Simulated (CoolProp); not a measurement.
A closed Brayton cycle with dry air: compressor inlet 310.15 K and 6.5 MPa, high pressure 14.2 MPa, turbine inlet 645 K, compressor efficiency 0.8, turbine efficiency 0.93, recuperator effectiveness 0.9 (on enthalpy, no pinch check). Each further row changes one setting.

Computed with CoolProp (reference Helmholtz-energy equation of state, Lemmon 2000). It is a pseudo-pure fit of the blend.

```json
[
 {"case": "as stated", "thermal efficiency (%)": "18.3", "net work (kJ/kg)": "26.4", "compressor to turbine work": "0.79", "compressor exit (K)": "407.8", "turbine exit (K)": "528.4"},
 {"case": "turbine inlet 595 K", "thermal efficiency (%)": "12.7", "net work (kJ/kg)": "16.4", "compressor to turbine work": "0.86", "compressor exit (K)": "407.8", "turbine exit (K)": "486.2"},
 {"case": "compressor inlet 320.15 K", "thermal efficiency (%)": "16.1", "net work (kJ/kg)": "22.8", "compressor to turbine work": "0.82", "compressor exit (K)": "420.8", "turbine exit (K)": "528.4"},
 {"case": "high pressure 12.1 MPa", "thermal efficiency (%)": "20.2", "net work (kJ/kg)": "25.1", "compressor to turbine work": "0.75", "compressor exit (K)": "386.0", "turbine exit (K)": "550.5"},
 {"case": "recuperator effectiveness 0.5", "thermal efficiency (%)": "13.5", "net work (kJ/kg)": "26.4", "compressor to turbine work": "0.79", "compressor exit (K)": "407.8", "turbine exit (K)": "528.4"}
]
```
